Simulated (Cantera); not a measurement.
Gas mixture: 100 % H₂O, at 100000 Pa, frozen composition.

Cantera's kinetic-theory transport with the Lennard-Jones parameters of GRI-Mech 3.0, ideal gas; thermal conductivity in the mixture-averaged form. Polar gases are described roughly by these parameters.

One state of this run: ρ (kg/m³) = 0.217; cp (J/kg/K) = 2292; μ (µPa s) = 36.2; λ (mW/m/K) = 117; Pr = 0.712; D (cm²/s) CH₄ = 2.20; D (cm²/s) H₂O = 0.000; D (cm²/s) CO₂ = 1.66. D: mixture-averaged diffusion coefficient of that species in the mixture.

Which value of T (K) does it belong to?
A. 400
B. 800
C. 600
D. 1000

D, 1000
